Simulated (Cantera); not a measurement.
Carbothermic reduction: Fe3O4 + CO

A closed system holds: 1 mol Fe3O4, 14 mol CO, held at 2623 K.

Method: chemical equilibrium by Gibbs-energy minimisation in Cantera with the NASA 1993 tables (ideal gas, pure condensed phases). Candidate condensed phases: C, Fe, Fe(CO)5, FeO, Fe2O3, Fe3O4; 15 gas species. The tables' stoichiometric FeO is somewhat more stable than real wüstite, so its field is too wide. FeO: taken at fixed stoichiometry. Rates play no part.

From 0.000100 bar to 0.0720 bar nothing is condensed. From 0.370 bar to 10.0 bar the condensed part is FeO(l). The main Fe-bearing gas is Fe throughout.

```csv
P (Pa),x CO,x CO2,x O,x Fe,x O2,x FeO,n FeO(l)
10,0.668,0.00665,0.176,0.144,0.00465,0.000576,0
52,0.669,0.0273,0.139,0.147,0.0151,0.00241,0
270,0.662,0.0781,0.0775,0.151,0.0243,0.00719,0
1400,0.639,0.146,0.0289,0.154,0.0176,0.0142,0
7200,0.620,0.192,0.00764,0.155,0.00630,0.0193,0
37000,0.774,0.141,0.000872,0.0775,0.000422,0.00567,1.73
190000,0.878,0.0948,0.000101,0.0255,2.88e-5,0.00110,2.62
1000000,0.916,0.0772,1.49e-5,0.00620,3.33e-6,0.000210,2.91
```
x: gas mole fraction; n: condensed amount in mol.
